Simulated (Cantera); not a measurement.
A perfectly stirred reactor is fed with CH₄ : CO : O₂ : N₂ = 1 : 0.048 : 3.49 : 10 (molar parts), equivalence ratio 0.58, at 0.320 bar; it is adiabatic with a 798 K inlet, and is followed from long to short residence time, starting on the burning branch (τ in s: 0.19, 0.076, 0.031, 0.013, 0.0053, 0.0022, 0.00089, 0.00037, 0.00015, 6.2e-05, 2.5e-05).

Model: GRI-Mech 3.0 (53 species, 325 reactions), integrated in Cantera.

x: mole fraction; the columns are a selection and need not sum to one.

```csv
τ (s),T (K),x CH₄,x CO,x O₂,x H₂O₂,x C₂H₂,x CH₂
0.19,2195,2.07e-6,0.00275,0.0988,7.66e-8,8.65e-12,3.58e-8
0.076,2188,4.64e-6,0.00328,0.0994,7.32e-8,3.54e-11,8.21e-8
0.031,2168,9.50e-6,0.00435,0.0997,6.99e-8,1.04e-10,1.70e-7
0.013,2134,1.80e-5,0.00615,0.100,7.28e-8,2.24e-10,3.13e-7
0.0053,2080,3.46e-5,0.00879,0.101,8.74e-8,4.54e-10,5.43e-7
0.0022,2013,6.91e-5,0.0119,0.101,1.15e-7,(withheld),8.99e-7
0.00089,1936,0.000153,0.0158,0.103,1.58e-7,(withheld),1.55e-6
0.00037,1860,0.000368,0.0210,0.106,2.17e-7,(withheld),2.88e-6
0.00015,1779,0.00111,0.0304,0.114,3.08e-7,(withheld),6.83e-6
6.2e-5,798,0.0688,0.00330,0.240,<1e-12,<1e-12,<1e-12
2.5e-5,798,0.0688,0.00330,0.240,<1e-12,<1e-12,<1e-12
```

Q: Some entries are withheld; supply them.

A: 
- 0.0022, x C₂H₂: 1.01e-9
- 0.00089, x C₂H₂: 2.94e-9
- 0.00037, x C₂H₂: 1.16e-8
- 0.00015, x C₂H₂: 8.62e-8
